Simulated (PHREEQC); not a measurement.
Dissolve 0.0088 mol HCl, 0.019 mol LiCl and 0.0015 mol MnSO4 per kg of water at 25 °C and 500 atm. Closed to the air; pH follows from the charge balance.

Computed with PHREEQC (ion-association model, phreeqc.dat).

**Question.** The ionic strength comes out as 0.0327 mol/kgw. What activity coefficients do LiSO4-, Mn+2, Li+, MnCl+, H+ get?

**Answer.** LiSO4- 0.85, Mn+2 0.54, Li+ 0.86, MnCl+ 0.85, H+ 0.87.

No solid was allowed to form. Under pressure, the constants of complexes without a molar volume in the database are unreliable.
